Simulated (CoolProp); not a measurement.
Vapour pressure (kPa) of CHF3 (R23): the reference equation beside estimates from Tc = 299.3 K, pc = 4832 kPa, ω = 0.263. Clausius-Clapeyron is anchored at 216.4 K with a constant enthalpy of vaporisation of 15.18 kJ/mol.

Model: reference Helmholtz-energy equation of state, Penoncello 2003, in CoolProp.

```csv
T (K),reference,Lee-Kesler,Clausius-Clapeyron,van der Waals,Redlich-Kwong,Peng-Robinson
199.5,160.6,159.3,176.3,751.0,275.6,159.9
208,245.6,245.3,256.2,933.5,397.4,244.6
216.4,360.3,361.7,360.3,1140,552.0,359.1
224.8,512.0,515.7,493.8,1375,745.4,511.1
233.2,707.8,714.2,661.6,1638,982.0,707.7
241.6,955.4,964.2,868.6,1931,1266,956.9
250,1263,1273,1120,2255,1603,1267
258.4,1639,1650,1420,2611,1996,1647
```

Absolute difference from the reference over all 8 rows, mean and median: Lee-Kesler 0.7 and 0.8 %, Clausius-Clapeyron 7.2 and 7.8 %, van der Waals 175.5 and 150.0 %, Redlich-Kwong 44.0 and 42.2 %, Peng-Robinson 0.3 and 0.3 %.
